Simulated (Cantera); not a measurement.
A closed system holds: 1 mol S, 0.7 mol H2, at 3100 K and 1 atm.

Cantera equilibrium calculation (NASA polynomials, part measured and part estimated; ideal gas, pure solids and liquids). Equilibrium is a limit: real reactors are often held back by kinetics, nucleation or transport.

```
species  before    after
-------  ------  -------
S2        0.224    0.583
S         0.158    0.255
SH       0.0989   0.0592
H2        0.375   0.0514
H2S      0.0153  0.00339
H         0.129   0.0479
```
Gas species are given as mole fractions.

**Question.** Which change was made?
(A) temperature from 3100 K to 2950 K
(B) temperature from 3100 K to 1373 K
(C) H2 from 0.7 to 0.073 mol
(D) temperature from 3100 K to 798 K

**Answer.** C, H2 from 0.7 to 0.073 mol
